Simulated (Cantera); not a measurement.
Input (Python, Cantera) and output of one run.

```python
import numpy as np
import cantera as ct

gas_names = """
    F F2 H HF H2 H2F2 H3F3 H4F4 H5F5 H6F6 H7F7 N NF NF2 NF3 NH NH2 NH3 N2 N2H2 N2H4 Si SiF SiF2 SiF3
    SiF4 SiH SiHF3 SiH2 SiH2F2 SiH3 SiH3F SiH4 SiN Si2 Si2N Si3
""".split()
cond_names = """
    Si(cr) Si(L) Si3N4(a)
""".split()


# ... load() reads the species with a 1 bar reference pressure and builds the phases ...
atoms = {
    'Si': {'Si': 1},
    'HF': {'H': 1, 'F': 1},
    'N2': {'N': 2},
}
top_T = {'Si3N4(a)': 2400}  # K; cautious upper limits of use, not melting points


# ... equilibrate(T, P, feed) seeds the gas with the atoms and calls Mixture.equilibrate('TP', solver="vcs", rtol=1e-11, max_steps=5000) ...
results = []
feed = {'Si': 1, 'HF': 1.6, 'N2': 1.7}  # mol
for P in [1, 3.2, 10, 32, 100, 320, 1000, 3200, 10000, 32000, 100000]:
    for T in [725, 825, 925, 1025, 1125, 1225, 1325, 1425, 1525, 1625]:
        mix = equilibrate(T, P, feed)
        results.append((T, P, feed, dict(zip(mix.species_names, mix.species_moles))))

for T, P, feed, n in results:
    print(f"{T:7g} {P:10.4g}  " + (" + ".join(c for c in cond_names if n.get(c, 0) > 1e-12) or "gas only"))
```

It prints:

```
    725          1  Si3N4(a)
    825          1  Si3N4(a)
    925          1  Si3N4(a)
   1025          1  Si3N4(a)
   1125          1  Si3N4(a)
   1225          1  Si3N4(a)
   1325          1  Si3N4(a)
   1425          1  Si(cr)
   1525          1  Si(cr)
   1625          1  Si(cr)
    725        3.2  Si3N4(a)
    825        3.2  Si3N4(a)
    925        3.2  Si3N4(a)
   1025        3.2  Si3N4(a)
   1125        3.2  Si3N4(a)
   1225        3.2  Si3N4(a)
   1325        3.2  Si3N4(a)
   1425        3.2  Si3N4(a)
   1525        3.2  Si(cr)
   1625        3.2  Si(cr)
    725         10  Si3N4(a)
    825         10  Si3N4(a)
    925         10  Si3N4(a)
   1025         10  Si3N4(a)
   1125         10  Si3N4(a)
   1225         10  Si3N4(a)
   1325         10  Si3N4(a)
   1425         10  Si3N4(a)
   1525         10  Si(cr)
   1625         10  Si(cr)
    725         32  Si3N4(a)
    825         32  Si3N4(a)
    925         32  Si3N4(a)
   1025         32  Si3N4(a)
   1125         32  Si3N4(a)
   1225         32  Si3N4(a)
   1325         32  Si3N4(a)
   1425         32  Si3N4(a)
   1525         32  Si3N4(a)
   1625         32  Si(cr)
    725        100  Si3N4(a)
    825        100  Si3N4(a)
    925        100  Si3N4(a)
   1025        100  Si3N4(a)
   1125        100  Si3N4(a)
   1225        100  Si3N4(a)
   1325        100  Si3N4(a)
   1425        100  Si3N4(a)
   1525        100  Si3N4(a)
   1625        100  Si3N4(a)
    725        320  Si3N4(a)
    825        320  Si3N4(a)
    925        320  Si3N4(a)
   1025        320  Si3N4(a)
   1125        320  Si3N4(a)
   1225        320  Si3N4(a)
   1325        320  Si3N4(a)
   1425        320  Si3N4(a)
   1525        320  Si3N4(a)
   1625        320  Si3N4(a)
    725       1000  Si3N4(a)
    825       1000  Si3N4(a)
    925       1000  Si3N4(a)
   1025       1000  Si3N4(a)
   1125       1000  Si3N4(a)
   1225       1000  Si3N4(a)
   1325       1000  Si3N4(a)
   1425       1000  Si3N4(a)
   1525       1000  Si3N4(a)
   1625       1000  Si3N4(a)
    725       3200  Si3N4(a)
    825       3200  Si3N4(a)
    925       3200  Si3N4(a)
   1025       3200  Si3N4(a)
   1125       3200  Si3N4(a)
   1225       3200  Si3N4(a)
   1325       3200  Si3N4(a)
   1425       3200  Si3N4(a)
   1525       3200  Si3N4(a)
   1625       3200  Si3N4(a)
    725      1e+04  Si3N4(a)
    825      1e+04  Si3N4(a)
    925      1e+04  Si3N4(a)
   1025      1e+04  Si3N4(a)
   1125      1e+04  Si3N4(a)
   1225      1e+04  Si3N4(a)
   1325      1e+04  Si3N4(a)
   1425      1e+04  Si3N4(a)
   1525      1e+04  Si3N4(a)
   1625      1e+04  Si3N4(a)
    725    3.2e+04  Si3N4(a)
    825    3.2e+04  Si3N4(a)
    925    3.2e+04  Si3N4(a)
   1025    3.2e+04  Si3N4(a)
   1125    3.2e+04  Si3N4(a)
   1225    3.2e+04  Si3N4(a)
   1325    3.2e+04  Si3N4(a)
   1425    3.2e+04  Si3N4(a)
   1525    3.2e+04  Si3N4(a)
   1625    3.2e+04  Si3N4(a)
    725      1e+05  Si3N4(a)
    825      1e+05  Si3N4(a)
    925      1e+05  Si3N4(a)
   1025      1e+05  Si3N4(a)
   1125      1e+05  Si3N4(a)
   1225      1e+05  Si3N4(a)
   1325      1e+05  Si3N4(a)
   1425      1e+05  Si3N4(a)
   1525      1e+05  Si3N4(a)
   1625      1e+05  Si3N4(a)
```

Cantera equilibrium calculation (NASA polynomials, part measured and part estimated; ideal gas, pure solids and liquids). N2 is the only nitrogen source here; it is nearly inert below about 1500 K, so the nitride shown seldom forms there in practice. The tables' values for SiF2, SiF3 are old estimates.
